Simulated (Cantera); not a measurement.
Cantera run:

```python
import numpy as np
import cantera as ct

gas_names = """
    H HO2 H2 H2O H2O2 O OH O2 O3 Pb PbO Pb2
""".split()
cond_names = """
    H2O(s) H2O(L) Pb(cr) Pb(L) PbO(rd) PbO(yw) PbO(L) PbO2(s) Pb3O4(s)
""".split()


def load(file, names, dense=False):
    # The tables refer to 1 bar. Condensed volumes are neglected.
    table = {s.name: s for s in ct.Species.list_from_file(file)}
    out = []
    for n in names:
        d = dict(table[n].input_data)
        d["thermo"] = dict(d["thermo"], **{"reference-pressure": 1e5})
        if dense:
            d["equation-of-state"] = {"model": "constant-volume", "density": "1e6 g/cm^3"}
        out.append(ct.Species.from_dict(d))
    return out


gas = ct.Solution(thermo="ideal-gas", species=load("nasa_gas.yaml", gas_names))
cond = {s.name: ct.Solution(thermo="fixed-stoichiometry", species=[s], name=s.name)
        for s in load("nasa_condensed.yaml", cond_names, dense=True)}
atoms = {
    'Pb': {'Pb': 1},
    'O2': {'O': 2},
    'H2': {'H': 2},
}
top_T = {'Pb3O4(s)': 820}  # K; cautious upper limits of use, not melting points


def equilibrate(T, P, feed):
    n = {}
    for name, mol in feed.items():
        for a, k in atoms[name].items():
            n[a] = n.get(a, 0.0) + k * mol
    gas.TPX = T, P, n
    mass = sum(n.values()) * gas.mean_molecular_weight
    gas.equilibrate("TP")
    valid = [c for c in cond.values() if c.min_temp <= T <= top_T.get(c.name, c.max_temp)]
    mix = ct.Mixture([(gas, mass / gas.mean_molecular_weight)] + [(c, 0.0) for c in valid])
    mix.T, mix.P = T, P
    mix.equilibrate("TP", solver="vcs", rtol=1e-11, max_steps=5000)
    return mix


results = []
feed = {'Pb': 1, 'O2': 0.69, 'H2': 0.42}  # mol
P = 92  # Pa
for T in [748, 798, 848, 898, 948, 998, 1048, 1098, 1148, 1198, 1248, 1298, 1348, 1398]:
    mix = equilibrate(T, P, feed)
    results.append((T, P, feed, dict(zip(mix.species_names, mix.species_moles))))
    x = sorted(zip(gas.X, gas.species_names), reverse=True)
    print(f"T = {T:g} K  P = {P:g} Pa  gas = {mix.phase_moles(0):.4g} mol")
    print("   x: " + "  ".join(f"{s} {v:.3e}" for v, s in x if v > 1e-05))
    print("   condensed (mol): " + ("  ".join(f"{mix.phase(i).name} {mix.phase_moles(i):.4g}"
          for i in range(1, mix.n_phases) if mix.phase_moles(i) > 1e-12) or "none"))
```

It prints:

```
T = 748 K  P = 92 Pa  gas = 0.42 mol
   x: H2O 9.999e-01  H2 4.800e-05
   condensed (mol): Pb(L) 0.03998  PbO(rd) 0.96
T = 798 K  P = 92 Pa  gas = 0.42 mol
   x: H2O 9.999e-01  H2 6.247e-05  Pb 6.225e-05
   condensed (mol): Pb(L) 0.03995  PbO(yw) 0.96
T = 848 K  P = 92 Pa  gas = 0.4201 mol
   x: H2O 9.996e-01  Pb 3.252e-04  H2 7.941e-05
   condensed (mol): Pb(L) 0.03983  PbO(yw) 0.96
T = 898 K  P = 92 Pa  gas = 0.4206 mol
   x: H2O 9.985e-01  Pb 1.408e-03  H2 9.882e-05
   condensed (mol): Pb(L) 0.03937  PbO(yw) 0.96
T = 948 K  P = 92 Pa  gas = 0.4222 mol
   x: H2O 9.946e-01  Pb 5.206e-03  H2 1.205e-04  PbO 5.324e-05
   condensed (mol): Pb(L) 0.03775  PbO(yw) 0.96
T = 998 K  P = 92 Pa  gas = 0.4273 mol
   x: H2O 9.827e-01  Pb 1.684e-02  PbO 3.098e-04  H2 1.437e-04
   condensed (mol): Pb(L) 0.03274  PbO(yw) 0.9599
T = 1048 K  P = 92 Pa  gas = 0.4421 mol
   x: H2O 9.497e-01  Pb 4.858e-02  PbO 1.515e-03  H2 1.654e-04
   condensed (mol): Pb(L) 0.01845  PbO(yw) 0.9594
T = 1098 K  P = 92 Pa  gas = 0.4629 mol
   x: H2O 9.072e-01  Pb 8.629e-02  PbO 6.375e-03  H2 1.264e-04
   condensed (mol): PbO(yw) 0.9571
T = 1148 K  P = 92 Pa  gas = 0.4711 mol
   x: H2O 8.915e-01  Pb 8.486e-02  PbO 2.355e-02  H2 5.938e-05
   condensed (mol): PbO(yw) 0.9489
T = 1198 K  P = 92 Pa  gas = 0.4954 mol
   x: H2O 8.477e-01  Pb 8.096e-02  PbO 7.116e-02  O2 1.248e-04  H2 3.049e-05
   condensed (mol): PbO(L) 0.9246
T = 1248 K  P = 92 Pa  gas = 0.5749 mol
   x: H2O 7.305e-01  PbO 1.912e-01  Pb 7.532e-02  O2 2.872e-03  OH 2.974e-05  H2 1.492e-05
   condensed (mol): PbO(L) 0.8468
T = 1298 K  P = 92 Pa  gas = 1.042 mol
   x: PbO 4.738e-01  H2O 4.029e-01  Pb 9.497e-02  O2 2.829e-02  OH 7.160e-05
   condensed (mol): PbO(L) 0.4071
T = 1348 K  P = 92 Pa  gas = 1.495 mol
   x: PbO 5.426e-01  H2O 2.810e-01  Pb 1.265e-01  O2 4.982e-02  OH 1.205e-04
   condensed (mol): none
T = 1398 K  P = 92 Pa  gas = 1.518 mol
   x: PbO 5.041e-01  H2O 2.766e-01  Pb 1.549e-01  O2 6.420e-02  OH 2.143e-04  H2 1.577e-05
   condensed (mol): none
```

Equilibrium computed with Cantera from the NASA thermochemical tables; the gas is ideal and each condensed phase is pure. Mutual solubility and eutectic melting of coexisting phases are not modelled. Gases not in the tables: (PbO)n polymers.
